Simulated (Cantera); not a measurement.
Charge: 1 mol Ti, a varied amount of CH₄, equilibrated at 2000 K and 98000 Pa.

Method: chemical equilibrium by Gibbs-energy minimisation in Cantera with the NASA 1993 tables (ideal gas, pure condensed phases). Candidate condensed phases: C, C₆H₆, C₇H₈, C₈H₁₈, Ti, TiC; 77 gas species. Mutual solubility and eutectic melting of coexisting phases are not modelled. TiC: taken at fixed stoichiometry. Condensed phases not in the tables: N, O or C dissolved in the metal. Rates play no part.

x: gas mole fraction; n: condensed amount in mol.

| n(CH₄) (mol) | x H₂ | x H | x C₂H₂ (acetylene) | x CH₄ | n Ti(l) | n TiC(s) | n C(graphite) |
|---|---|---|---|---|---|---|---|
| 0.97 | 0.998 | 0.00164 | 4.52e-12 | 3.18e-8 | 0.0300 | 0.970 | (withheld) |
| 1.4 | 0.997 | 0.00164 | 0.000766 | 0.000414 | 0 | 1.00 | (withheld) |
| 1.8 | 0.997 | 0.00164 | 0.000766 | 0.000414 | 0 | 1.00 | (withheld) |
| 2.2 | 0.997 | 0.00164 | 0.000766 | 0.000414 | 0 | 1.00 | (withheld) |
| 2.7 | 0.997 | 0.00164 | 0.000766 | 0.000414 | 0 | 1.00 | (withheld) |
| 3.1 | 0.997 | 0.00164 | 0.000766 | 0.000414 | 0 | 1.00 | (withheld) |
| 3.5 | 0.997 | 0.00164 | 0.000766 | 0.000414 | 0 | 1.00 | (withheld) |
| 3.9 | 0.997 | 0.00164 | 0.000766 | 0.000414 | 0 | 1.00 | (withheld) |
| 4.4 | 0.997 | 0.00164 | 0.000766 | 0.000414 | 0 | 1.00 | (withheld) |
| 4.8 | 0.997 | 0.00164 | 0.000766 | 0.000414 | 0 | 1.00 | (withheld) |
| 5.2 | 0.997 | 0.00164 | 0.000766 | 0.000414 | 0 | 1.00 | (withheld) |
| 5.6 | 0.997 | 0.00164 | 0.000766 | 0.000414 | 0 | 1.00 | (withheld) |

**Question.** Some entries are withheld; supply them.

**Answer.** 
- 0.97, n C(graphite): 0
- 1.4, n C(graphite): 0.394
- 1.8, n C(graphite): 0.793
- 2.2, n C(graphite): 1.19
- 2.7, n C(graphite): 1.69
- 3.1, n C(graphite): 2.09
- 3.5, n C(graphite): 2.49
- 3.9, n C(graphite): 2.88
- 4.4, n C(graphite): 3.38
- 4.8, n C(graphite): 3.78
- 5.2, n C(graphite): 4.18
- 5.6, n C(graphite): 4.58
